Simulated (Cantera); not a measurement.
Mixture: CO : H₂ : O₂ : N₂ = 1 : 0.47 : 0.613 : 2.3 (molar parts), at 170000 Pa, adiabatic and at constant volume. Ignition delay is the time to a rise of 400 K.

Computed with Cantera and GRI-Mech 3.0 (53 species, 325 reactions). Where the delays flatten at high temperature, the 400 K rule measures the pace of heat release, not the induction time.

Question: Predict: delay at 1248 K; delay at 1323 K; delay at 1398 K; delay at 1473 K; delay at 1548 K; delay at 1623 K; delay at 1698 K.

Answer: 
```json
{
 "delay at 1248 K": "29.5 µs",
 "delay at 1323 K": "21.6 µs",
 "delay at 1398 K": "17.0 µs",
 "delay at 1473 K": "14.2 µs",
 "delay at 1548 K": "12.4 µs",
 "delay at 1623 K": "11.2 µs",
 "delay at 1698 K": "10.6 µs"
}
```
